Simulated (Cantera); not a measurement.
Charge: 1 mol SiC, 0.61 mol H₂O, 47 mol H₂, held at 1127 °C and 0.100 bar.

Cantera equilibrium calculation (NASA polynomials, part measured and part estimated; ideal gas, pure solids and liquids). Candidate condensed phases: C, C₆H₆, C₇H₈, C₈H₁₈, H₂O, Si, SiC, SiO₂; 123 gas species. Mutual solubility and eutectic melting of coexisting phases are not modelled. The tables hold silica as quartz up to 1696 K and as liquid above; real silica turns to tridymite and cristobalite and melts near 1996 K. Equilibrium is a limit: real reactors are often held back by kinetics, nucleation or transport.

Base state: H₂ 0.996, CO 0.00422, SiO 0.000108, CH₄ 9.47e-5, H 1.53e-5 (mole fractions); condensed: SiC(s) + SiO₂(β-quartz).

Q: What changes in the equilibrium state with this change: SiC replaced by Si?

A: 
| species | before | after |
|---|---|---|
| H₂ | 0.996 | 0.999 |
| SiO | 0.000108 | 0.000733 |
| H | 1.53e-5 | 1.54e-5 |
| CO | 0.00422 | 0 |
| CH₄ | 9.47e-5 | 0 |
| SiC(s), mol | 0.794 | 0 |
| SiO₂(β-quartz), mol | 0.201 | 0.288 |
| Si(s), mol | 0 | 0.678 |
